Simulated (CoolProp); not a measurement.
Vapour-liquid equilibrium of ethane (1) + n-pentane (2) at 0.143 MPa; x and y are mole fractions of (1).

Model: multi-fluid Helmholtz-energy mixture model, Bücker 2006 and Thol 2019; pair parameters Kunz 2012, in CoolProp.

```json
[
 {"x": "0.05", "bubble temperature (K)": "277.4", "y at the bubble point": "0.795", "dew temperature at overall composition x (K)": "318.0", "liquid density (mol/L)": "9.082"},
 {"x": "0.2", "bubble temperature (K)": "228.2", "y at the bubble point": "0.988", "dew temperature at overall composition x (K)": "312.7", "liquid density (mol/L)": "10.45"},
 {"x": "0.35", "bubble temperature (K)": "212.7", "y at the bubble point": "0.997", "dew temperature at overall composition x (K)": "306.5", "liquid density (mol/L)": "11.51"},
 {"x": "0.5", "bubble temperature (K)": "204.6", "y at the bubble point": "0.999", "dew temperature at overall composition x (K)": "299.2", "liquid density (mol/L)": "12.61"},
 {"x": "0.65", "bubble temperature (K)": "199.4", "y at the bubble point": "0.999", "dew temperature at overall composition x (K)": "290.0", "liquid density (mol/L)": "13.86"},
 {"x": "0.8", "bubble temperature (K)": "195.6", "y at the bubble point": "1.000", "dew temperature at overall composition x (K)": "276.8", "liquid density (mol/L)": "15.34"},
 {"x": "0.95", "bubble temperature (K)": "192.3", "y at the bubble point": "1.000", "dew temperature at overall composition x (K)": "249.7", "liquid density (mol/L)": "17.12"}
]
```

No azeotrope shows between x = 0.05 and 0.95.

The pair parameters rest on a limited set of measurements; away from them the model extrapolates. The gap from Raoult's law changes sign with composition, which may be real or a fault of the pair parameters; it wasn't checked against measurements.
